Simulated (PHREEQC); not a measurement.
Consider water at 25 °C with 0.26 mol/kgw H2SO4 and 0.00074 mol/kgw NiSO4. Closed to the air; pH follows from the charge balance.

Computed with PHREEQC (ion-association model, wateq4f.dat).

This is a speciation only: nothing precipitates in the calculation.

Problem. Predict the pH, ionic strength.

Solution. pH 0.65; ionic strength 0.321 mol/kgw.

Problem. In which forms is S present?

Solution. HSO4- 88 %, SO4-2 11 % of the S.
